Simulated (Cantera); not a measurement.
A freely propagating, adiabatic, planar premixed flame of H2 : O2 : N2 = 1 : 0.192 : 0.723 (molar parts), equivalence ratio 2.6, unburnt at 500 K and 0.660 bar; mixture-averaged transport, grid criteria slope 0.08 and curve 0.16, no radiation.

Computed with Cantera and the H2/O2 subset of GRI-Mech 3.0, which has no nitrogen chemistry. Burning velocities carry a grid error of a few per cent, more on coarse grids.

### Question
How do the results move with these cheaper or finer settings: unity-Lewis-number transport; multicomponent transport; multicomponent+Soret transport; grid criteria slope 0.5, curve 1; grid criteria slope 0.25, curve 0.5; grid criteria slope 0.03, curve 0.06?

### Answer
| setting | laminar burning velocity | thermal thickness | peak x(H) | peak x(O) | grid points |
|---|---|---|---|---|---|
| as above | 582 cm/s | 0.757 mm | 0.0814 | 0.00224 | 128 |
| unity-Lewis-number transport | 349 cm/s | 0.695 mm | 0.0816 | 0.00146 | 119 |
| multicomponent transport | 568 cm/s | 0.767 mm | 0.0813 | 0.00217 | 128 |
| multicomponent+Soret transport | 551 cm/s | 0.750 mm | 0.0805 | 0.00217 | 128 |
| grid criteria slope 0.5, curve 1 | 616 cm/s | 1.01 mm | 0.0810 | 0.00186 | 43 |
| grid criteria slope 0.25, curve 0.5 | 603 cm/s | 0.844 mm | 0.0822 | 0.00213 | 62 |
| grid criteria slope 0.03, curve 0.06 | 578 cm/s | 0.738 mm | 0.0809 | 0.00227 | 309 |
Unity Lewis numbers drop preferential diffusion, which matters most where H2 and H carry the flame; Soret adds thermal diffusion.
